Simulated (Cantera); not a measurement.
Charge: 1 mol Si, 0.3 mol NH3, 150 mol H2, at 0.100 bar.

Cantera equilibrium calculation (NASA polynomials, part measured and part estimated; ideal gas, pure solids and liquids). Candidate condensed phases: Si, Si3N4; 18 gas species. Mutual solubility and eutectic melting of coexisting phases are not modelled. Gases not in the tables: Si2H6 and higher silanes. Equilibrium is a limit: real reactors are often held back by kinetics, nucleation or transport.

x: gas mole fraction; n: condensed amount in mol.

```tsv
T (°C)	x H2	x N2	x H	x SiH2	n Si(s)	n Si3N4(s)	n Si(l)
400	1.00	<1e-12	<1e-12	<1e-12	0.775	0.0750	0
550	1.00	<1e-12	2.32e-11	<1e-12	0.775	0.0750	0
700	1.00	4.70e-11	3.42e-9	___	0.775	0.0750	0
850	1.00	2.21e-8	1.35e-7	___	0.775	0.0750	0
1000	1.000	2.41e-6	2.26e-6	___	0.776	0.0748	0
1150	1.000	9.58e-5	2.10e-5	___	0.797	0.0678	0
1300	0.999	0.000996	0.000129	___	0.999	0	0
1450	0.998	0.000996	0.000576	___	0	0	0.995
```

**Question.** Complete the blanks.

**Answer.** 
- 700, x SiH2: 4.19e-11
- 850, x SiH2: 2.26e-9
- 1000, x SiH2: 4.76e-8
- 1150, x SiH2: 5.26e-7
- 1300, x SiH2: 3.67e-6
- 1450, x SiH2: 1.70e-5
